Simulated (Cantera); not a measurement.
Cantera with NASA thermochemical tables; ideal gases at 1 bar, condensed phases pure. Values are per mole of reaction as written; species without (g) are pure solids or liquids, kept so even where they would boil at 1 bar.

NaCl → Na(g) + Cl(g), with ΔH° = 639.7 kJ and ΔS° = 246.7 J/K at 300 K.

Problem. How far is the shortcut ΔG° ≈ ΔH°(300 K) − T·ΔS°(300 K) from the full temperature-dependent value at 598, 648, 698, 748, 798, 848, 898 K?

Solution. 
```tsv
T (K)	shortcut (kJ)	full (kJ)	difference (kJ)	difference in log10 K
598	492.2	493.2	-1.0	0.09
648	479.8	481.2	-1.4	0.11
698	467.5	469.3	-1.8	0.13
748	455.2	457.4	-2.2	0.16
798	442.8	445.6	-2.7	0.18
848	430.5	433.8	-3.3	0.20
898	418.1	422.0	-3.9	0.23
```
The shortcut ignores the heat-capacity change of the reaction.
